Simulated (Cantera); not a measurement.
A perfectly stirred reactor is fed with N2O : H2 : N2 = 1 : 0.013 : 4.3 (molar parts), at 26.3 Torr; it is held at 1600 K, and followed from long to short residence time.

Detailed kinetics in Cantera: GRI-Mech 3.0 (53 species, 325 reactions). GRI-Mech 3.0 was tuned for natural gas; its chemistry of N2O as a main component is partial and can be far from experiment. Radical loss at walls, strong at low pressure, is not modelled. The temperature is held fixed by assumption; the heat of reaction is taken as removed at once.

```
quantity                 before     after
---------------------  --------  --------
x(N2O) at τ = 22.0 s    0.00145   8.61e-5
x(H2) at τ = 22.0 s     1.93e-6   1.83e-7
x(NO2) at τ = 22.0 s    7.53e-6   1.61e-5
x(O2) at τ = 22.0 s      0.0680    0.0824
x(H) at τ = 22.0 s      1.66e-6   3.71e-8
x(N2O) at τ = 67.0 ms     0.128    0.0176
x(H2) at τ = 67.0 ms   0.000115   7.78e-6
x(NO2) at τ = 67.0 ms   4.00e-5  0.000122
x(O2) at τ = 67.0 ms     0.0197    0.0632
x(H) at τ = 67.0 ms     2.35e-6   8.27e-7
```

Q: Name the change that produced these shifts.
A. pressure from 26.3 Torr to 760 Torr
B. pressure from 26.3 Torr to 100.0 Torr
C. temperature 1600 to 1275 K
D. pressure from 26.3 Torr to 20.0 Torr

A: A, pressure from 26.3 Torr to 760 Torr
